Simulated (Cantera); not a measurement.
Charge: 1 mol CuO, 1.2 mol CO, equilibrated at 1.80 bar.

These are equilibrium values from Cantera (NASA tables, ideal gas, pure condensed phases), not measurements of a reactor. Candidate condensed phases: C, Cu, CuO, Cu₂O; 15 gas species. Rates play no part.

At 1975 K, list the 4 most abundant gas species with their mole fractions, and the condensed phases.

CO₂ 0.832, CO 0.166, Cu 0.00189, O₂ 1.59e-5. Condensed: Cu(l).
